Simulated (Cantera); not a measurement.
Input (Python, Cantera) and output of one run.

```python
import numpy as np
import cantera as ct

gas_names = """
    CH3 C2H2,acetylene
""".split()
cond_names = """
    C(gr)
""".split()


# ... load() reads the species with a 1 bar reference pressure and builds the phases ...
species = {s.name: s for s in load("nasa_gas.yaml", gas_names) + load("nasa_condensed.yaml", cond_names)}
# Each term lists the table entries of one substance; the one whose range holds T is used.
reactions = {
    '4 C + 2 CH3(g) = 3 C2H2(g)':
        [(-4, ['C(gr)']), (-2, ['CH3']), (3, ['C2H2,acetylene'])],
}


def pick(names, T):
    return next(species[n] for n in names if species[n].thermo.min_temp <= T <= species[n].thermo.max_temp)


results = []
for label, terms in reactions.items():
    print(label)
    print("     T/K   dH/kJ  dS/(J/K)   dG/kJ   log10 K")
    for T in [300, 1825, 1975, 2125, 2275, 2425, 2575]:
        used = [(nu, pick(names, T)) for nu, names in terms]
        dH = sum(nu * s.thermo.h(T) for nu, s in used) / 1e6
        dS = sum(nu * s.thermo.s(T) for nu, s in used) / 1e3
        dG = dH - T * dS / 1e3
        logK = -dG * 1e6 / (ct.gas_constant * T * np.log(10))
        results.append((label, T, dH, dS, dG, logK, [s.name for _, s in used]))
        print(f"{T:8g} {dH:8.1f} {dS:8.1f} {dG:8.1f} {logK:8.2f}")
```

Output:

```
4 C + 2 CH3(g) = 3 C2H2(g)
     T/K   dH/kJ  dS/(J/K)   dG/kJ   log10 K
     300    390.8    191.9    333.3   -58.02
    1825    395.1    205.0     21.1    -0.60
    1975    394.4    204.6     -9.6     0.26
    2125    393.7    204.3    -40.3     0.99
    2275    393.0    203.9    -70.9     1.63
    2425    392.4    203.6   -101.5     2.19
    2575    391.7    203.4   -132.0     2.68
```

Standard-state values (1 bar) from the NASA 1993 polynomials, evaluated with Cantera. Condensed species are held in their standard states even where they would react or evaporate.
